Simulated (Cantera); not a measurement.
**Equilibrium for iron carbonyl, mercury and lead vapours: PbO + O2 + H2**

A closed system holds: 1 mol PbO, 0.53 mol O2, 0.19 mol H2, held at 375 °C and 3100 Pa.

These are equilibrium values from Cantera (NASA tables, ideal gas, pure condensed phases), not measurements of a reactor. Candidate condensed phases: H2O, Pb, PbO, PbO2, Pb3O4; 12 gas species. Rates play no part.

- x(O2) = 0.696
- x(H2O) = 0.304
- n(PbO(red)) = 1.00 mol
- gas amount = 0.6250 mol
- log10 activity of Pb3O4(s) (absent) = -0.56
- log10 activity of PbO2(s) (absent) = -1.44
- log10 activity of Pb(l) (absent) = -11.63
